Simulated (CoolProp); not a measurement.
Vapour-liquid equilibrium of acetone (1) + n-heptane (2) at 1.69 bar; x and y are mole fractions of (1).

Values from CoolProp's multi-fluid Helmholtz-energy mixture model, Lemmon 2006 and Span 2003; pair parameters Bell 2016.

| x | bubble temperature, mixture model (K) | bubble temperature, Raoult's law (K) | y, mixture model | y, Raoult's law |
|---|---|---|---|---|
| 0.05 | 377.9 | 385.8 | 0.297 | 0.151 |
| 0.2 | 358.9 | 375.3 | 0.641 | 0.465 |
| 0.35 | 351.8 | 367.1 | 0.742 | 0.658 |
| 0.5 | 348.6 | 360.5 | 0.789 | 0.786 |
| 0.65 | 346.9 | 355.0 | 0.822 | 0.874 |
| 0.8 | 345.6 | 350.3 | 0.865 | 0.939 |
| 0.95 | 344.9 | 346.3 | 0.950 | 0.987 |

The largest gap from Raoult's law is -16.4 K in bubble temperature, at x = 0.2. No azeotrope shows between x = 0.05 and 0.95.

The pair parameters rest on a limited set of measurements; away from them the model extrapolates.
